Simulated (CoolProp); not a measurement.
Saturation properties of ethylbenzene (Tc = 617.1 K, pc = 36.22 bar, ω = 0.304).

Values from CoolProp's reference Helmholtz-energy equation of state, Zhou 2012.

```
T (K)  p (bar)  liquid density (kg/m³)  liquid cp (kJ/(kg K))
-----  -------  ----------------------  ---------------------
337.8  0.09045                   827.4                  1.879
349.5   0.1457                   816.9                  1.920
361.2   0.2262                   806.2                  1.962
372.9   0.3399                   795.3                      …
384.5   0.4944                   784.4                  2.048
396.2   0.7027                   773.2                  2.092
407.9   0.9753                   761.7                  2.136
419.5    1.322                   750.1                  2.180
431.2    1.761                       …                  2.225
442.9    2.307                   725.8                      …
454.5        …                   713.2                  2.317
466.2    3.770                   700.1                      …
477.9    4.728                       …                  2.414
```

Q: Complete the blanks.

A: 
- 372.9, liquid cp (kJ/(kg K)): 2.005
- 431.2, liquid density (kg/m³): 738.1
- 442.9, liquid cp (kJ/(kg K)): 2.271
- 454.5, p (bar): 2.967
- 466.2, liquid cp (kJ/(kg K)): 2.365
- 477.9, liquid density (kg/m³): 686.5

It boils at 409.3 K under 1 atm.
